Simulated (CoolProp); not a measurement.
Properties of hydrogen chloride along the isobar 0.959 MPa.

Values from CoolProp's reference Helmholtz-energy equation of state, Thol 2018.

```json
[
 {"T (K)": "204.5", "phase": "liquid", "density (kg/m³)": "1145", "isothermal compressibility (1/MPa)": "0.001404", "expansivity (1/kK)": "2.284"},
 {"T (K)": "221.2", "phase": "liquid", "density (kg/m³)": "1099", "isothermal compressibility (1/MPa)": "0.001824", "expansivity (1/kK)": "2.569"},
 {"T (K)": "238", "phase": "liquid", "density (kg/m³)": "1050", "isothermal compressibility (1/MPa)": "0.002485", "expansivity (1/kK)": "2.984"},
 {"T (K)": "254.7", "phase": "gas", "density (kg/m³)": "18.41", "isothermal compressibility (1/MPa)": "1.176", "expansivity (1/kK)": "5.655"},
 {"T (K)": "271.5", "phase": "gas", "density (kg/m³)": "16.86", "isothermal compressibility (1/MPa)": "1.142", "expansivity (1/kK)": "4.862"},
 {"T (K)": "288.2", "phase": "gas", "density (kg/m³)": "15.62", "isothermal compressibility (1/MPa)": "1.120", "expansivity (1/kK)": "4.316"},
 {"T (K)": "305", "phase": "gas", "density (kg/m³)": "14.58", "isothermal compressibility (1/MPa)": "1.105", "expansivity (1/kK)": "3.909"},
 {"T (K)": "321.7", "phase": "gas", "density (kg/m³)": "13.70", "isothermal compressibility (1/MPa)": "1.094", "expansivity (1/kK)": "3.593"},
 {"T (K)": "338.5", "phase": "gas", "density (kg/m³)": "12.92", "isothermal compressibility (1/MPa)": "1.085", "expansivity (1/kK)": "3.335"},
 {"T (K)": "355.2", "phase": "gas", "density (kg/m³)": "12.25", "isothermal compressibility (1/MPa)": "1.079", "expansivity (1/kK)": "3.122"},
 {"T (K)": "372", "phase": "gas", "density (kg/m³)": "11.64", "isothermal compressibility (1/MPa)": "1.074", "expansivity (1/kK)": "2.939"},
 {"T (K)": "388.7", "phase": "gas", "density (kg/m³)": "11.10", "isothermal compressibility (1/MPa)": "1.069", "expansivity (1/kK)": "2.781"},
 {"T (K)": "405.5", "phase": "gas", "density (kg/m³)": "10.60", "isothermal compressibility (1/MPa)": "1.066", "expansivity (1/kK)": "2.641"},
 {"T (K)": "422.2", "phase": "gas", "density (kg/m³)": "10.16", "isothermal compressibility (1/MPa)": "1.063", "expansivity (1/kK)": "2.517"},
 {"T (K)": "439", "phase": "gas", "density (kg/m³)": "9.744", "isothermal compressibility (1/MPa)": "1.061", "expansivity (1/kK)": "2.405"},
 {"T (K)": "455.8", "phase": "gas", "density (kg/m³)": "9.366", "isothermal compressibility (1/MPa)": "1.058", "expansivity (1/kK)": "2.304"}
]
```
